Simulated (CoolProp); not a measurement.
A simple Rankine cycle with water: condensing at 306.15 K, boiler at 0.112 MPa, turbine inlet 380.9 K, turbine efficiency 0.9, pump efficiency 0.8, no recuperator. Each further row changes one setting.

Model: reference Helmholtz-energy equation of state, Wagner 2002, in CoolProp.

```tsv
case	thermal efficiency (%)	net work (kJ/kg)	heat in (kJ/kg)	turbine exit temperature (K)	volume ratio over the turbine
as stated	15.8	404	2550	306.1	16.1
turbine inlet 400.9 K	15.9	412	2590	306.1	15.4
condensing temperature 298.15 K	17.5	454	2590	298.1	24.5
boiler pressure 0.0784 MPa	14.1	360	2560	306.1	11.4
turbine efficiency 0.8	14.1	359	2550	306.1	16.4
```

The expansion ends wet for: as stated; turbine inlet 400.9 K; condensing temperature 298.15 K; boiler pressure 0.0784 MPa; turbine efficiency 0.8.
